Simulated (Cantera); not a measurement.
A freely propagating, adiabatic, planar premixed flame of 14.0 % CH3OH, 16.1 % O2, 60.6 % N2, 9.36 % CO2, unburnt at 425 K and 10.0 bar; mixture-averaged transport, grid criteria slope 0.08 and curve 0.16, no radiation.

Model: GRI-Mech 3.0 (53 species, 325 reactions), integrated in Cantera. GRI-Mech 3.0 was tuned for natural gas; its chemistry of methanol as a main component is partial and can be far from experiment. Burning velocities carry a grid error of a few per cent, more on coarse grids.

x: mole fraction of selected species; z is measured from the peak of heat release.

| z (mm) | T (K) | u (m/s) | x CH3OH | x O2 | x CO2 | x N2O | x H2O | x OH |
|---|---|---|---|---|---|---|---|---|
| -0.196 | 425 | 0.262 | 0.139 | 0.160 | 0.0933 | <1e-8 | 0.000184 | <1e-8 |
| -0.131 | 430 | 0.266 | 0.138 | 0.159 | 0.0929 | <1e-8 | 0.00158 | <1e-8 |
| -0.0981 | 450 | 0.280 | 0.137 | 0.156 | 0.0924 | <1e-8 | 0.00626 | <1e-8 |
| -0.0654 | 557 | 0.352 | 0.128 | 0.145 | 0.0918 | <1e-8 | 0.0272 | <1e-8 |
| -0.0327 | 943 | 0.619 | 0.0893 | 0.106 | 0.0957 | 3.99e-8 | 0.0903 | ___ |
| -0.0164 | 1278 | 0.861 | 0.0483 | 0.0709 | 0.103 | 8.12e-8 | 0.140 | ___ |
| 0 | 1640 | 1.13 | 0.00505 | 0.0320 | 0.116 | 1.38e-7 | 0.191 | ___ |
| 0.0164 | 1810 | 1.25 | 1.18e-5 | 0.0116 | 0.129 | 1.51e-7 | 0.215 | ___ |
| 0.0327 | 1880 | 1.30 | 1.67e-7 | 0.00427 | 0.137 | 1.22e-7 | 0.222 | ___ |
| 0.0654 | 1935 | 1.33 | <1e-8 | 0.000983 | 0.142 | 7.44e-8 | 0.225 | ___ |
| 0.131 | 1964 | 1.35 | <1e-8 | 0.000199 | 0.143 | 3.62e-8 | 0.226 | ___ |
| 0.262 | 1976 | 1.36 | <1e-8 | 3.69e-5 | 0.143 | 1.46e-8 | 0.227 | ___ |
| 0.523 | 1980 | 1.36 | <1e-8 | 7.21e-6 | 0.143 | <1e-8 | 0.227 | ___ |

Task: Some entries are withheld; supply them.

Result: 
- -0.0327, x OH: 1.56e-8
- -0.0164, x OH: 6.21e-6
- 0, x OH: 0.000403
- 0.0164, x OH: 0.00174
- 0.0327, x OH: 0.00214
- 0.0654, x OH: 0.00166
- 0.131, x OH: 0.000898
- 0.262, x OH: 0.000399
- 0.523, x OH: 0.000175
